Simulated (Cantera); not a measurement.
A Cantera script and what it prints.

```python
import numpy as np
import cantera as ct

gas_names = """
    B BF BF2 BF3 BH BHF2 BH2 BH3 B2 F F2 H HF H2 H2F2 H3F3 H4F4 H5F5 H6F6 H7F7
""".split()
cond_names = """
    B(b) B(L)
""".split()


# ... load() reads the species with a 1 bar reference pressure and builds the phases ...
atoms = {
    'BF3': {'B': 1, 'F': 3},
    'H2': {'H': 2},
}
top_T = {}  # K; cautious upper limits of use, not melting points


# ... equilibrate(T, P, feed) seeds the gas with the atoms and calls Mixture.equilibrate('TP', solver="vcs", rtol=1e-11, max_steps=5000) ...
results = []
feed = {'BF3': 1, 'H2': 89}  # mol
T = 1925  # K
P = 31  # Pa
mix = equilibrate(T, P, feed)
results.append((T, P, feed, dict(zip(mix.species_names, mix.species_moles))))
x = sorted(zip(gas.X, gas.species_names), reverse=True)
print(f"T = {T:g} K  P = {P:g} Pa  gas = {mix.phase_moles(0):.4g} mol")
print("   x: " + "  ".join(f"{s} {v:.3e}" for v, s in x if v > 1e-05))
print("   condensed (mol): " + ("  ".join(f"{mix.phase(i).name} {mix.phase_moles(i):.4g}"
      for i in range(1, mix.n_phases) if mix.phase_moles(i) > 1e-12) or "none"))
```

Output:

```
T = 1925 K  P = 31 Pa  gas = 93.39 mol
   x: H2 9.168e-01  H 5.199e-02  HF 2.053e-02  BF 9.864e-03  BF2 7.777e-04  BF3 4.951e-05  BHF2 1.446e-05
   condensed (mol): none
```

Equilibrium computed with Cantera from the NASA thermochemical tables; the gas is ideal and each condensed phase is pure. The tables' values for BF2 are old estimates; treat these amounts as uncertain.
